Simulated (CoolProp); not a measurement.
Vapour-liquid equilibrium of R22 (1) + n-hexane (2) at 0.678 bar; x and y are mole fractions of (1).

Computed with CoolProp (multi-fluid Helmholtz-energy mixture model, Kamei 1995 and Thol 2019; pair parameters Bell 2016).

```
x     bubble temperature, mixture model (°C)  bubble temperature, Raoult's law (°C)  y, mixture model  y, Raoult's law
----  --------------------------------------  -------------------------------------  ----------------  ---------------
0.05                                    13.5                                   23.4             0.827            0.737
0.15                                   -18.2                                   -4.7             0.972            0.942
0.25                                   -30.0                                  -18.0             0.988            0.977
0.35                                   -36.0                                  -26.3             0.993            0.988
0.45                                   -39.4                                  -32.1             0.995            0.993
0.55                                   -41.7                                  -36.6             0.996            0.996
0.65                                   -43.3                                  -40.2             0.997            0.998
0.75                                   -44.8                                  -43.2             0.998            0.999
0.85                                   -46.3                                  -45.8             0.999            0.999
0.95                                   -48.1                                  -48.0             0.999            1.000
```

The largest gap from Raoult's law is -13.5 K in bubble temperature, at x = 0.15. No azeotrope shows between x = 0.05 and 0.95.

Pair parameters are fitted to limited data, so mixtures are less certain than the pure fluids. With so large a gap from Raoult's law the liquid may split in two, which this calculation doesn't test in full.
